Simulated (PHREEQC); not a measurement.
PHREEQC input (ion-association model, phreeqc.dat):

```
SOLUTION_MASTER_SPECIES
  Tma  Tma+  0  Tma  74.145  # tetramethylammonium, taken as a free cation
SOLUTION_SPECIES
  Tma+ = Tma+
    -log_k 0
    -gamma 4.0 0
SOLUTION 1
  temp 90
  units mol/kgw
  pH 7 charge
  Cl 0.235
  Ca 0.0025
  S(6) 0.012
  Na 0.254
SOLUTION 2
  temp 90
  units mol/kgw
  pH 7 charge
  F 0.25
  Tma 0.25
END
SELECTED_OUTPUT 1
  -reset false
  -pH true
  -pe true
  -ionic_strength true
  -water true
  -totals Ca Cl F Na S Tma S(-2) S(6)
  -molalities H+ Ca+2 Na+ Cl- SO4-2 F- OH- O2 HSO4- S-2
    HS- H2S HF HF2- CaOH+ CaSO4 CaHSO4+ NaOH NaSO4- NaF
    Tma+
  -saturation_indices Gypsum Fluorite Halite
PRINT
  -reset false
MIX 1
  1 1
  2 0
EQUILIBRIUM_PHASES 1
  O2(g) -0.68 10
END
# ... the last block is repeated for the other 20 points of share of solution B
```

Selected output (columns that matter, 13 of 21 rows; share of solution B added in front):

```
share of solution B	pH	mu	Ca	Cl	F	Na	S	Tma	m_H+	m_Ca+2	m_Na+	si_Gypsum	si_Fluorite	si_Halite
0	6.3292	0.26584	0.0025	0.235	0	0.254	0.012	0	6.1352e-07	0.0022369	0.25069	-1.191	-1000	-3.1766
0.1	7.0884	0.26343	0.00225	0.2115	0.025	0.2286	0.0108	0.025	1.0676e-07	0.0020272	0.22453	-1.2635	3.2686	-3.2695
0.15	7.1844	0.26231	0.002125	0.19975	0.0375	0.2159	0.0102	0.0375	8.5569e-08	0.0019218	0.21154	-1.3035	3.6013	-3.3199
0.25	7.3131	0.26021	0.001875	0.17625	0.0625	0.1905	0.009	0.0625	6.3592e-08	0.0017093	0.18574	-1.3924	4.0013	-3.43
0.35	7.4039	0.2583	0.001625	0.15275	0.0875	0.1651	0.0078	0.0875	5.1577e-08	0.0014945	0.1602	-1.4964	4.2423	-3.5558
0.4	7.4415	0.25742	0.0015	0.141	0.1	0.1524	0.0072	0.1	4.7291e-08	0.0013861	0.14752	-1.5555	4.329	-3.6261
0.5	7.5066	0.25579	0.00125	0.1175	0.125	0.127	0.006	0.125	4.0694e-08	0.0011669	0.12234	-1.6925	4.4548	-3.7861
0.6	7.5621	0.25434	0.001	0.094	0.15	0.1016	0.0048	0.15	3.5803e-08	0.00094402	0.097402	-1.8642	4.5278	-3.9815
0.65	7.5871	0.25368	0.000875	0.08225	0.1625	0.0889	0.0042	0.1625	3.3792e-08	0.000831	0.085024	-1.9688	4.5452	-4.0983
0.75	7.633	0.25246	0.000625	0.05875	0.1875	0.0635	0.003	0.1875	3.0394e-08	0.0006013	0.060445	-2.2377	4.5353	-4.3922
0.85	7.6744	0.25139	0.000375	0.03525	0.2125	0.0381	0.0018	0.2125	2.7625e-08	0.00036597	0.036098	-2.657	4.4347	-4.8376
0.9	7.6937	0.2509	0.00025	0.0235	0.225	0.0254	0.0012	0.225	2.6421e-08	0.00024587	0.02401	-2.9965	4.3147	-5.1906
1	7.73	0.25	0	0	0.25	0	0	0.25	2.4301e-08	0	0	-1000	-1000	-1000
```

Along this series the solution becomes supersaturated in solids that the run did not let form, among them Fluorite. Species that the database lacks are ignored. (CH3)4N+ isn't in the database: it is added as a free cation with an ion size of 4 Å. Away from 25 °C the constants follow the database's enthalpies or fits; those with neither stay at their 25 °C values.
